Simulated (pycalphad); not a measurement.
CALPHAD calculation (pycalphad, COST 507 light-alloy database (1999)), 1 atm. These are 1990s assessments: newer ones move some temperatures and phases. Not assessed as a whole: an extrapolation from subsystems, which can miss ternary compounds. Amounts are mole fractions of atoms. Kinetics are ignored, which matters at the lower temperatures.

Question: Give the equilibrium state of Mg-10.79Si-2.954Al-7.909Cu (wt.%) at 925 K.

Answer: liquid, fraction 0.759, with 2.8 Si, 3.9 Al, 10.4 Cu wt.%; MG2SI, fraction 0.241, with 36.6 Si, no Al, no Cu wt.%.

Question: Give the equilibrium state of Mg-10.79Si-2.954Al-7.909Cu (wt.%) at 425 K.

Answer: hcp, fraction 0.609, with <0.01 Si, 0.03 Al, <0.01 Cu wt.%; MG2SI, fraction 0.300, with 36.6 Si, no Al, no Cu wt.%; LAVES_C36, fraction 0.091, with no Si, 21.5 Al, 57.8 Cu wt.%.

Database names, with the compositions (at.%) that they take in these runs: MG2SI: Mg 67 Si 33; LAVES_C36: Cu 35 Mg 33 Al 31. An entry "none" or "no" means that the model of the phase leaves that element out.
